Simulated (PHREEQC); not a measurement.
**Buffer (model solution)**

Solution (25 °C): 0.07 mol/kgw NH4Cl, 0.0017 mol/kgw KOH and 0.0012 mol/kgw LiOH. Closed to the air; pH follows from the charge balance.

Model: ion-association model, phreeqc.dat, run in PHREEQC.

The pH is 8.00. The ionic strength is 0.0700 mol/kgw and the specific conductance is 8960 µS/cm. The density comes out as 0.998 g/cm³ and the total alkalinity is 2.90 meq/kg.

| species | molality | activity | log γ |
|---|---|---|---|
| Cl- | 0.0700 | 0.0554 | -0.101 |
| NH4+ | 0.0671 | 0.0520 | -0.111 |
| NH3 | 0.00290 | 0.00295 | 0.007 |
| K+ | 0.00170 | 0.00134 | -0.102 |
| Li+ | 0.00120 | 0.000978 | -0.089 |
| OH- | 1.27e-6 | 1.00e-6 | -0.103 |
| H+ | 1.20e-8 | 1.01e-8 | -0.076 |

This is a speciation only: nothing precipitates in the calculation. Complexes and solids missing from the database can't appear.
